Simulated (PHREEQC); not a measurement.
Consider water at 25 °C with 0.0045 mol/kgw FeSO4, 0.0023 mol/kgw MgSO4, 0.042 mol/kgw H2SO4 and 0.027 mol/kgw Na2SO4. It is in equilibrium with CO2 at log p = -2 (atm). Otherwise closed; pH follows from the charge balance.

Computed with PHREEQC (ion-association model, phreeqc.dat).

No solid was allowed to form.

Task: Order these Fe species by the share of Fe that they hold, largest first: Fe+2, FeSO4, FeHSO4+.

Result: Fe+2 (56 %), FeSO4 (34 %), FeHSO4+ (10 %)

The pH is 1.47 and the ionic strength 0.134 mol/kgw. Species that the database lacks are ignored.
